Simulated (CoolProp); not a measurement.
Vapour-liquid equilibrium of CH2F2 (R32) (1) + R236EA (2) at 249.3 K; x and y are mole fractions of (1).

Values from CoolProp's multi-fluid Helmholtz-energy mixture model, Tillner-Roth 1997 and Rui 2013; pair parameters Bell 2016.

| x | bubble pressure, mixture model (kPa) | bubble pressure, Raoult's law (kPa) | y, mixture model | y, Raoult's law |
|---|---|---|---|---|
| 0.05 | 38.94 | 41.10 | 0.388 | 0.426 |
| 0.15 | … | 73.61 | 0.682 | 0.713 |
| 0.25 | 98.86 | 106.1 | 0.803 | 0.824 |
| 0.35 | … | 138.6 | 0.868 | 0.884 |
| 0.45 | 162.3 | 171.2 | 0.909 | 0.920 |
| 0.55 | … | 203.7 | … | 0.945 |
| 0.65 | … | 236.2 | 0.957 | 0.963 |
| 0.75 | 262.2 | 268.7 | 0.973 | 0.977 |
| 0.85 | 296.9 | 301.2 | 0.986 | 0.988 |
| 0.95 | … | 333.7 | 0.996 | 0.996 |

### Question
What belongs in the gaps?

### Answer

- 0.15, bubble pressure, mixture model (kPa): 68.30
- 0.35, bubble pressure, mixture model (kPa): 130.3
- 0.55, bubble pressure, mixture model (kPa): 195.0
- 0.55, y, mixture model: 0.937
- 0.65, bubble pressure, mixture model (kPa): 228.2
- 0.95, bubble pressure, mixture model (kPa): 332.2

The largest gap from Raoult's law is -7.2 % in bubble pressure, at x = 0.15. No azeotrope shows between x = 0.05 and 0.95.

Pair parameters are fitted to limited data, so mixtures are less certain than the pure fluids.
